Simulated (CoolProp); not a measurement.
A simple Rankine cycle with trans-2-butene: condensing at 299.15 K, boiler at 2.34 MPa, turbine inlet 524 K, turbine efficiency 0.6, pump efficiency 0.6, no recuperator. Each further row changes one setting.

Model: reference Helmholtz-energy equation of state, Lemmon 2005, in CoolProp. It is a short technical equation, of lower accuracy than the large ones.

```json
[
 {"case": "as stated", "thermal efficiency (%)": "10.8", "net work (kJ/kg)": "86.4", "heat in (kJ/kg)": "800", "turbine exit temperature (K)": "471.9", "volume ratio over the turbine": "9.62"},
 {"case": "condensing temperature 291.15 K", "thermal efficiency (%)": "___", "net work (kJ/kg)": "96.3", "heat in (kJ/kg)": "819", "turbine exit temperature (K)": "467.0", "volume ratio over the turbine": "___"},
 {"case": "boiler pressure 1.64 MPa", "thermal efficiency (%)": "___", "net work (kJ/kg)": "76.2", "heat in (kJ/kg)": "812", "turbine exit temperature (K)": "481.6", "volume ratio over the turbine": "___"},
 {"case": "turbine efficiency 0.5", "thermal efficiency (%)": "8.9", "net work (kJ/kg)": "71.1", "heat in (kJ/kg)": "800", "turbine exit temperature (K)": "478.8", "volume ratio over the turbine": "9.77"}
]
```

Task: Some entries are withheld; supply them.

Result: 
- condensing temperature 291.15 K, thermal efficiency (%): 11.8
- condensing temperature 291.15 K, volume ratio over the turbine: 12.4
- boiler pressure 1.64 MPa, thermal efficiency (%): 9.4
- boiler pressure 1.64 MPa, volume ratio over the turbine: 6.64
